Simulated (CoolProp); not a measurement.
Vapour-liquid equilibrium of CHF3 (R23) (1) + sulfur hexafluoride (2) at -30.25 °C; x and y are mole fractions of (1).

The numbers come from the multi-fluid Helmholtz-energy mixture model, Penoncello 2003 and Guder 2009; pair parameters Bell 2016 in CoolProp.

```tsv
x	bubble pressure, mixture model (bar)	bubble pressure, Raoult's law (bar)	y, mixture model	y, Raoult's law
0.05	5.965	5.136	0.197	0.097
0.125	7.169	5.519	0.356	0.226
0.2	8.018	5.902	0.447	0.338
0.275	8.635	6.285	0.509	0.437
0.35	9.100	6.668	0.556	0.524
0.425	9.463	7.051	0.596	0.602
0.5	9.754	7.435	0.633	0.672
0.575	9.987	7.818	0.671	0.735
0.65	10.17	8.201	0.710	0.792
0.725	10.29	8.584	0.753	0.844
0.8	10.35	8.967	0.804	0.891
0.875	10.32	9.350	0.864	0.935
0.95	10.17	9.733	0.939	0.975
```

The largest gap from Raoult's law is +37.4 % in bubble pressure, at x = 0.275. y crosses x between x = 0.8 and 0.875: the model has an azeotrope there.

Pair parameters are fitted to limited data, so mixtures are less certain than the pure fluids.
